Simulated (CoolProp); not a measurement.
Properties of dimethyl carbonate along the isotherm 302.15 °C.

Computed with CoolProp (reference Helmholtz-energy equation of state, Zhou 2011).

```tsv
p (bar)	phase	density (kg/m³)	cp (kJ/(kg K))	isothermal compressibility (1/MPa)	fugacity coefficient
44.6	gas	133.5	2.518	0.4217	0.7291
89.3	supercritical	558.1	3.344	0.05086	0.4779
134	supercritical	635.5	2.739	0.01805	0.3663
179	supercritical	676.6	2.553	0.01097	0.3120
223	supercritical	704.9	2.459	0.007973	0.2823
268	supercritical	727.6	2.400	0.006260	0.2644
312	supercritical	746.0	2.360	0.005189	0.2541
357	supercritical	762.3	2.330	0.004427	0.2485
402	supercritical	776.6	2.307	0.003866	0.2464
446	supercritical	789.1	2.290	0.003444	0.2469
491	supercritical	800.8	2.275	0.003101	0.2494
```

The peak of cp marks the crossing from liquid-like to gas-like fluid above the critical point.
